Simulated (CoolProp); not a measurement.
Vapour-liquid equilibrium of propane (1) + isohexane (2) at 51.05 °C; x and y are mole fractions of (1).

The numbers come from the multi-fluid Helmholtz-energy mixture model, Lemmon 2009 and Lemmon 2006; pair parameters Bell 2016 in CoolProp.

### Question
Give the bubble pressure and the first vapour's composition at x = 0.2, 0.35, 0.65. Is there an azeotrope?

### Answer
x = 0.2: 368.4 kPa, y = 0.816; x = 0.35: 595.9 kPa, y = 0.898; x = 0.65: 1078 kPa, y = 0.961. No azeotrope shows between x = 0.05 and 0.95.

The pair parameters rest on a limited set of measurements; away from them the model extrapolates.
